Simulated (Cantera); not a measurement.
Mixture: H2 : O2 : N2 = 1 : 0.385 : 2.5 (molar parts), equivalence ratio 1.3, at 5.00 bar, adiabatic and at constant volume. Ignition delay is the time to a rise of 400 K.

Model: GRI-Mech 3.0 (53 species, 325 reactions), integrated in Cantera. The hydrogen kinetics of GRI-Mech 3.0 are dated; newer H2 mechanisms differ, most at raised pressure. Where the delays flatten at high temperature, the 400 K rule measures the pace of heat release, not the induction time.

Q: What does this change do: 0.052 parts NO added?

A: 
| quantity | before | after |
|---|---|---|
| delay at 1050 K | 2.88 ms | 46.4 µs |
| delay at 1250 K | 13.0 µs | 10.7 µs |
| delay at 1450 K | 4.58 µs | 4.44 µs |
| delay at 1650 K | 2.64 µs | 2.59 µs |
The mechanism lacks 2 NO + O2 → 2 NO2 and HONO, so NO2 and the effect of NO are under-described below about 1400 K.

Q: What does this change do: O2 0.385 to 0.29 parts?

A: 
```json
[
 {"quantity": "delay at 1050 K", "before": "2.88 ms", "after": "2.90 ms"},
 {"quantity": "delay at 1250 K", "before": "13.0 µs", "after": "16.0 µs"},
 {"quantity": "delay at 1450 K", "before": "4.58 µs", "after": "5.68 µs"},
 {"quantity": "delay at 1650 K", "before": "2.64 µs", "after": "3.34 µs"}
]
```
